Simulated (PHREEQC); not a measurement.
**Acid rinse or clean: speciation**

A solution holds 0.0045 mol HCl, 5.8e-05 mol CaCl2, 0.031 mol MnSO4 and 0.002 mol LiOH per kg of water, at 75 °C. Closed to the air; pH follows from the charge balance.

Equilibrium calculation in PHREEQC: ion-association model, wateq4f.dat.

This is a speciation only: nothing precipitates in the calculation.

What pH, ionic strength does the model give?

pH 3.17; ionic strength 0.0653 mol/kgw.

In which forms is Mn present?

Mn+2 52 %, MnSO4 48 % of the Mn.

Complexes and solids missing from the database can't appear. Away from 25 °C the constants follow the database's enthalpies or fits; those with neither stay at their 25 °C values.
